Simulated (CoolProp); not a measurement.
n-heptane along the isobar 1750 kPa: fugacity coefficient from the reference equation and from simpler models built on Tc = 268.1 °C, pc = 2774 kPa, ω = 0.349; each cubic takes its own stable root.

Model: reference Helmholtz-energy equation of state, Span 2003, in CoolProp. It is a short technical equation, of lower accuracy than the large ones.

```json
[
 {"T (°C)": "84.75", "phase": "liquid", "reference": "0.04010"},
 {"T (°C)": "103.45", "phase": "liquid", "reference": "0.06898"},
 {"T (°C)": "122.05", "phase": "liquid", "reference": "0.1106"},
 {"T (°C)": "140.65", "phase": "liquid", "reference": "0.1675"},
 {"T (°C)": "159.25", "phase": "liquid", "reference": "0.2415"},
 {"T (°C)": "177.85", "phase": "liquid", "reference": "0.3332"},
 {"T (°C)": "196.55", "phase": "liquid", "reference": "0.4431"},
 {"T (°C)": "215.15", "phase": "liquid", "reference": "0.5682"},
 {"T (°C)": "233.75", "phase": "liquid", "reference": "0.7053"},
 {"T (°C)": "252.35", "phase": "gas", "reference": "0.7561"},
 {"T (°C)": "270.95", "phase": "gas", "reference": "0.7869"},
 {"T (°C)": "289.65", "phase": "gas", "reference": "0.8126"},
 {"T (°C)": "308.25", "phase": "gas", "reference": "0.8342"},
 {"T (°C)": "326.85", "phase": "gas", "reference": "0.8528"}
]
```

Q: How far does each simpler model (van der Waals, Redlich-Kwong, Peng-Robinson) lie from the reference over these 14 states: mean and median of the absolute difference, and the worst?

A: 
- van der Waals: mean 108.3 %, median 44.0 %, worst +488.5 % at 84.75 °C and 1750 kPa
- Redlich-Kwong: mean 33.8 %, median 20.6 %, worst +118.9 % at 84.75 °C and 1750 kPa
- Peng-Robinson: mean 0.6 %, median 0.5 %, worst -1.4 % at 308.25 °C and 1750 kPa

At some of these states van der Waals, Redlich-Kwong gives the other phase, because its saturation line lies elsewhere.
